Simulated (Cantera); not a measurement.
# Thermodynamics of silicon carbide growth, feed SiH4 + CH4 + H2 + HCl

Feed: 1 mol SiH4, 0.028 mol CH4, 3.3 mol H2, 1.7 mol HCl, at 10.0 Torr.

Equilibrium computed with Cantera from the NASA thermochemical tables; the gas is ideal and each condensed phase is pure. Candidate condensed phases: C, C6H6, C7H8, C8H18, Si, SiC; 109 gas species. Mutual solubility and eutectic melting of coexisting phases are not modelled. The tables' values for SiCl, SiCl3 are old estimates; treat these amounts as uncertain. Gases not in the tables: Si2H6 and higher silanes. Equilibrium is a limit: real reactors are often held back by kinetics, nucleation or transport.

From 973 K to 1573 K the condensed part is Si(s) + SiC(s). From 1723 K to 2173 K the condensed part is Si(l) + SiC(s). From 2323 K to 2623 K nothing is condensed. The main Si-bearing gas is SiCl4 at 973 K and Si at 2623 K.

```json
[
 {"T (K)": "973", "x H2": "0.916", "x H": "8.96e-9", "x HCl": "0.0225", "x Si": "<1e-12", "x SiCl2": "0.000885", "x SiCl4": "0.0484", "x Cl": "2.07e-10", "x SiHCl3": "0.0111", "n Si(s)": "0.560", "n SiC(s)": "0.0280", "n Si(l)": "0"},
 {"T (K)": "1123", "x H2": "0.881", "x H": "3.46e-7", "x HCl": "0.0637", "x Si": "4.83e-12", "x SiCl2": "0.00971", "x SiCl4": "0.0324", "x Cl": "2.22e-8", "x SiHCl3": "0.00769", "n Si(s)": "0.600", "n SiC(s)": "0.0280", "n Si(l)": "0"},
 {"T (K)": "1273", "x H2": "0.837", "x H": "5.65e-6", "x HCl": "0.108", "x Si": "1.35e-9", "x SiCl2": "0.0361", "x SiCl4": "0.00875", "x Cl": "6.20e-7", "x SiHCl3": "0.00271", "n Si(s)": "0.592", "n SiC(s)": "0.0280", "n Si(l)": "0"},
 {"T (K)": "1423", "x H2": "0.822", "x H": "5.21e-5", "x HCl": "0.120", "x Si": "1.15e-7", "x SiCl2": "0.0531", "x SiCl4": "0.000872", "x Cl": "6.25e-6", "x SiHCl3": "0.000462", "n Si(s)": "0.565", "n SiC(s)": "0.0280", "n Si(l)": "0"},
 {"T (K)": "1573", "x H2": "0.820", "x H": "0.000319", "x HCl": "0.119", "x Si": "4.12e-6", "x SiCl2": "0.0585", "x SiCl4": "9.00e-5", "x Cl": "3.68e-5", "x SiHCl3": "8.22e-5", "n Si(s)": "0.548", "n SiC(s)": "0.0280", "n Si(l)": "0"},
 {"T (K)": "1723", "x H2": "0.819", "x H": "0.00143", "x HCl": "0.119", "x Si": "7.38e-5", "x SiCl2": "0.0597", "x SiCl4": "1.34e-5", "x Cl": "0.000161", "x SiHCl3": "1.89e-5", "n Si(s)": "0", "n SiC(s)": "0.0280", "n Si(l)": "0.544"},
 {"T (K)": "1873", "x H2": "0.810", "x H": "0.00503", "x HCl": "0.127", "x Si": "0.000661", "x SiCl2": "0.0555", "x SiCl4": "2.86e-6", "x Cl": "0.000596", "x SiHCl3": "5.44e-6", "n Si(s)": "0", "n SiC(s)": "0.0279", "n Si(l)": "0.566"},
 {"T (K)": "2023", "x H2": "0.794", "x H": "0.0147", "x HCl": "0.132", "x Si": "0.00427", "x SiCl2": "0.0509", "x SiCl4": "7.39e-7", "x Cl": "0.00180", "x SiHCl3": "1.82e-6", "n Si(s)": "0", "n SiC(s)": "0.0270", "n Si(l)": "0.558"},
 {"T (K)": "2173", "x H2": "0.755", "x H": "0.0363", "x HCl": "0.130", "x Si": "0.0212", "x SiCl2": "0.0447", "x SiCl4": "2.09e-7", "x Cl": "0.00458", "x SiHCl3": "6.48e-7", "n Si(s)": "0", "n SiC(s)": "0.0191", "n Si(l)": "0.423"},
 {"T (K)": "2323", "x H2": "0.668", "x H": "0.0771", "x HCl": "0.125", "x Si": "0.0697", "x SiCl2": "0.0329", "x SiCl4": "5.86e-8", "x Cl": "0.0104", "x SiHCl3": "2.11e-7", "n Si(s)": "0", "n SiC(s)": "0", "n Si(l)": "0"},
 {"T (K)": "2473", "x H2": "0.579", "x H": "0.147", "x HCl": "0.136", "x Si": "0.0854", "x SiCl2": "0.0142", "x SiCl4": "1.44e-8", "x Cl": "0.0245", "x SiHCl3": "5.09e-8", "n Si(s)": "0", "n SiC(s)": "0", "n Si(l)": "0"},
 {"T (K)": "2623", "x H2": "0.476", "x H": "0.252", "x HCl": "0.122", "x Si": "0.0918", "x SiCl2": "0.00449", "x SiCl4": "2.04e-9", "x Cl": "0.0451", "x SiHCl3": "7.95e-9", "n Si(s)": "0", "n SiC(s)": "0", "n Si(l)": "0"}
]
```
x: gas mole fraction; n: condensed amount in mol.
